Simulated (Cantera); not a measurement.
Feed: 1 mol C₂H₂, 7.4 mol H₂, held at 133 Pa.

Equilibrium computed with Cantera from the NASA thermochemical tables; the gas is ideal and each condensed phase is pure. Candidate condensed phases: C, C₆H₆, C₇H₈, C₈H₁₈; 76 gas species. Rates play no part.

Over these rows the condensed part is C(graphite). Partial pressures as log10 of bar:

```csv
T (K),1000/T (1/K),log p CH₄,log p H₂
850,1.1765,-5.96,-2.88
900,1.1111,-6.26,-2.88
950,1.0526,-6.53,-2.88
1000,1.0000,?,-2.88
1050,0.9524,-6.99,-2.88
1100,0.9091,-7.20,-2.88
```

Question: Fit log p(CH₄) = a + b·(1000/T) to the five rows, give the apparent enthalpy, and predict the row at 1000 K.

Answer: Means: 1000/T = 1.0403, log p = -6.588. Sxy = 0.225100, Sxx = 0.0486542, so b = 4.63 and a = -6.588 − (4.63)×1.0403 = -11.40.
Apparent enthalpy: −19.145 × (4.63) = -89 kJ/mol. With the condensed phases at unit activity, C(graphite) + 2 H₂(g) = CH₄(g) links this pressure to the main gases: over the six rows their terms move log p by +0.00 in all, so the slope is close to that reaction's ΔH°. The five rows lie within 0.01 of the line.
Prediction at 1000 K: -11.40 + (4.63)×1.0000 = -6.77. The computed value is -6.77, 0.00 from the line.
